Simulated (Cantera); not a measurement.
Feed: 1 mol S, 3.9 mol H₂, 0.83 mol N₂, equilibrated at 0.290 bar.

Cantera equilibrium calculation (NASA polynomials, part measured and part estimated; ideal gas, pure solids and liquids). Candidate condensed phases: S; 15 gas species. Gases not in the tables: S₃ to S₇. Kinetics and transport are ignored.

x: gas mole fraction; nothing condenses.

| T (K) | x H₂ | x H₂S | x N₂ | x S₂ | x SH | x H | x S |
|---|---|---|---|---|---|---|---|
| 1250 | 0.615 | 0.208 | 0.175 | 0.00163 | 0.000156 | 7.04e-7 | 9.42e-8 |
| 1275 | 0.616 | 0.206 | 0.175 | 0.00225 | 0.000211 | 1.07e-6 | 1.67e-7 |
| 1300 | 0.617 | 0.204 | 0.175 | 0.00306 | 0.000282 | 1.61e-6 | 2.88e-7 |
| 1325 | 0.619 | 0.202 | 0.175 | 0.00408 | 0.000371 | 2.39e-6 | 4.86e-7 |
| 1350 | 0.621 | 0.199 | 0.174 | 0.00535 | 0.000482 | 3.49e-6 | 8.00e-7 |
| 1375 | 0.623 | 0.196 | 0.174 | 0.00687 | 0.000617 | 5.02e-6 | 1.29e-6 |
| 1400 | 0.625 | 0.191 | 0.174 | 0.00867 | 0.000779 | 7.14e-6 | 2.03e-6 |
| 1425 | 0.628 | 0.187 | 0.174 | 0.0107 | 0.000972 | 1.00e-5 | 3.13e-6 |
| 1450 | 0.631 | 0.181 | 0.173 | 0.0130 | 0.00120 | 1.40e-5 | 4.74e-6 |
| 1475 | 0.635 | 0.175 | 0.173 | [?] | [?] | [?] | [?] |
| 1500 | 0.639 | 0.169 | 0.172 | [?] | [?] | [?] | [?] |
| 1525 | 0.643 | 0.162 | 0.172 | 0.0211 | 0.00208 | 3.52e-5 | 1.46e-5 |
| 1550 | 0.647 | 0.155 | 0.171 | 0.0241 | 0.00245 | 4.70e-5 | 2.06e-5 |
| 1575 | 0.651 | 0.148 | 0.170 | 0.0271 | 0.00286 | 6.23e-5 | 2.85e-5 |

Q: Some entries are withheld; supply them.

A: 
- 1475, x S₂: 0.0156
- 1475, x SH: 0.00146
- 1475, x H: 1.92e-5
- 1475, x S: 7.02e-6
- 1500, x S₂: 0.0183
- 1500, x SH: 0.00175
- 1500, x H: 2.61e-5
- 1500, x S: 1.02e-5
